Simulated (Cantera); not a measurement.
Feed: 1 mol HgO, 0.01 mol O2, 78 mol H2, held at 1125 K and 100 Torr.

These are equilibrium values from Cantera (NASA tables, ideal gas, pure condensed phases), not measurements of a reactor. Candidate condensed phases: H2O, Hg, HgO; 10 gas species. Rates play no part.

Base state: H2 0.974, H2O 0.0129, Hg 0.0127 (mole fractions); condensed: gas only.

What changes in the equilibrium state with this change: 0.87 mol NH3 added?


| species | before | after |
|---|---|---|
| H2 | 0.974 | 0.970 |
| H2O | 0.0129 | 0.0126 |
| Hg | 0.0127 | 0.0124 |
| N2 | 0 | 0.00539 |
